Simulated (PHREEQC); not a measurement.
Model water analysis in mg/L, 25 °C, pH 6.63, pe 11.1: Na 5580; K 21.8; Ca 787; Mg 1200; Cl 13300; S(6) as SO4 686; Alkalinity as HCO3 53.8; Li 2.39; Pb 8.44.

Valence states are taken as typed.

The numbers come from PHREEQC with the ion-association model, phreeqc.dat.

Precipitation was switched off in this run.

**Question.** Predict the activity of water, density.

**Answer.** activity of water 0.988; density 1.013 g/cm³.

**Question.** In which forms is Pb present?

**Answer.** PbCl+ 55 %, PbCl2 15 %, Pb+2 14 %, PbCO3 6.0 %, PbCl3- 4.4 %, PbHCO3+ 2.1 % of the Pb.

The solution is supersaturated, for example in Cerussite, so a real one may precipitate; this is no full list. Complexes and solids missing from the database can't appear.
